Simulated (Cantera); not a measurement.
A perfectly stirred reactor is fed with C2H4 : H2 = 1 : 5.8 (molar parts), at 29.0 Pa; it is held at 1225 K, and followed from long to short residence time.

Computed with Cantera and GRI-Mech 3.0 (53 species, 325 reactions). GRI-Mech 3.0 was tuned for natural gas; its chemistry of ethylene as a main component is partial and can be far from experiment. GRI-Mech 3.0 stops at C3 and has no aromatics, soot or wall deposition, so with more carbon than oxygen in the feed, carbon stays in small species such as C2H2 where larger ones or solid carbon would form. Radical loss at walls, strong at low pressure, is not modelled.

Q: What does this change do: pressure from 29.0 Pa to 13300 Pa?

A: 
```json
[
 {"quantity": "x(C2H4) at τ = 2.10 s", "before": "0.147", "after": "0.0778"},
 {"quantity": "x(H2) at τ = 2.10 s", "before": "0.853", "after": "0.844"},
 {"quantity": "x(CH2) at τ = 2.10 s", "before": "<1e-12", "after": "2.46e-11"},
 {"quantity": "x(CH4) at τ = 2.10 s", "before": "1.60e-10", "after": "0.0275"},
 {"quantity": "x(C2H2) at τ = 2.10 s", "before": "9.14e-5", "after": "0.0495"},
 {"quantity": "x(C2H4) at τ = 23.0 ms", "before": "0.147", "after": "0.145"},
 {"quantity": "x(H2) at τ = 23.0 ms", "before": "0.853", "after": "0.853"},
 {"quantity": "x(CH2) at τ = 23.0 ms", "before": "<1e-12", "after": "2.76e-12"},
 {"quantity": "x(CH4) at τ = 23.0 ms", "before": "<1e-12", "after": "0.000131"},
 {"quantity": "x(C2H2) at τ = 23.0 ms", "before": "9.91e-7", "after": "0.00125"}
]
```
